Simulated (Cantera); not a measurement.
An isothermal, constant-pressure homogeneous reactor starts with NO : N₂ = 1 : 0.11 (molar parts), at 1850 K and 0.0345 atm. Integrator tolerance rtol = 1e-08.

Computed with Cantera and GRI-Mech 3.0 (53 species, 325 reactions). Radical loss at walls, strong at low pressure, is not modelled.

### Question
What does this change do: pressure from 0.0345 atm to 1.48 atm?

### Answer
```tsv
quantity	before	after
x(NO) at 40.0 s	0.248 (gas-phase equilibrium 0.00598)	0.00820 (gas-phase equilibrium 0.00598)
x(N₂O) at 40.0 s	1.64e-5 (gas-phase equilibrium 5.32e-8)	3.60e-7 (gas-phase equilibrium 3.48e-7)
x(N₂) at 40.0 s	0.425 (gas-phase equilibrium 0.546)	0.545 (gas-phase equilibrium 0.547)
x(O₂) at 40.0 s	0.326 (gas-phase equilibrium 0.447)	0.446 (gas-phase equilibrium 0.447)
x(NO₂) at 40.0 s	0.000129 (gas-phase equilibrium 3.69e-6)	3.31e-5 (gas-phase equilibrium 2.42e-5)
x(O) at 40.0 s	0.000601 (gas-phase equilibrium 0.000693)	0.000106 (gas-phase equilibrium 0.000106)
```

### Question
What does this change do: pressure from 0.0345 atm to 0.0474 atm?

### Answer
```
quantity                                             before                                      after
----------------  -----------------------------------------  -----------------------------------------
x(NO) at 40.0 s       0.248 (gas-phase equilibrium 0.00598)      0.187 (gas-phase equilibrium 0.00598)
x(N₂O) at 40.0 s    1.64e-5 (gas-phase equilibrium 5.32e-8)    9.82e-6 (gas-phase equilibrium 6.23e-8)
x(N₂) at 40.0 s         0.425 (gas-phase equilibrium 0.546)        0.456 (gas-phase equilibrium 0.546)
x(O₂) at 40.0 s         0.326 (gas-phase equilibrium 0.447)        0.356 (gas-phase equilibrium 0.447)
x(NO₂) at 40.0 s   0.000129 (gas-phase equilibrium 3.69e-6)   0.000120 (gas-phase equilibrium 4.33e-6)
x(O) at 40.0 s    0.000601 (gas-phase equilibrium 0.000693)  0.000534 (gas-phase equilibrium 0.000592)
```

### Question
What does this change do: temperature 1850 to 1773 K?

### Answer
```tsv
quantity	before	after
x(NO) at 40.0 s	0.248 (gas-phase equilibrium 0.00598)	0.529 (gas-phase equilibrium 0.00463)
x(N₂O) at 40.0 s	1.64e-5 (gas-phase equilibrium 5.32e-8)	8.26e-5 (gas-phase equilibrium 4.16e-8)
x(N₂) at 40.0 s	0.425 (gas-phase equilibrium 0.546)	0.285 (gas-phase equilibrium 0.547)
x(O₂) at 40.0 s	0.326 (gas-phase equilibrium 0.447)	0.186 (gas-phase equilibrium 0.448)
x(NO₂) at 40.0 s	0.000129 (gas-phase equilibrium 3.69e-6)	0.000241 (gas-phase equilibrium 3.35e-6)
x(O) at 40.0 s	0.000601 (gas-phase equilibrium 0.000693)	0.000228 (gas-phase equilibrium 0.000338)
```
